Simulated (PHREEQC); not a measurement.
Model water analysis in mg/L, 25 °C, pH 6.35, pe 12.9:

| constituent | mg/L |
|---|---|
| Na | 0.553 |
| K | 0.159 |
| Ca | 3.29 |
| Mg | 0.16 |
| Cl | 4.82 |
| S(6) as SO4 | 0.676 |
| Alkalinity as HCO3 | 3.55 |
| N(5) as NO3 | 0.00143 |
| Sr | 0.0687 |
| Pb | 0.998 |

Valence states are taken as typed.

Computed with PHREEQC (ion-association model, phreeqc.dat).

```csv
quantity,before,after
CO2 (mol/kgw),5.65e-5,0.000184
PbCO3 (mol/kgw),3.84e-7,1.35e-7
PbOH+ (mol/kgw),1.67e-7,5.71e-8
CaSO4 (mol/kgw),8.59e-8,8.58e-8
CaHCO3+ (mol/kgw),5.54e-8,5.69e-8
PbSO4 (mol/kgw),1.34e-8,1.46e-8
SI of Pb(OH)2 (Pb(OH)2),-0.88,-1.84
SI of Anglesite (PbSO4),-2.83,-2.80
```

Q: What was changed between the two runs?
(A) pH from 6.35 to 5.85 at the same alkalinity
(B) Ca from 3.29 to 9.87 mg/L
(C) pH from 6.35 to 6.05 at the same alkalinity

A: A, pH from 6.35 to 5.85 at the same alkalinity

This is a speciation only: nothing precipitates in the calculation.
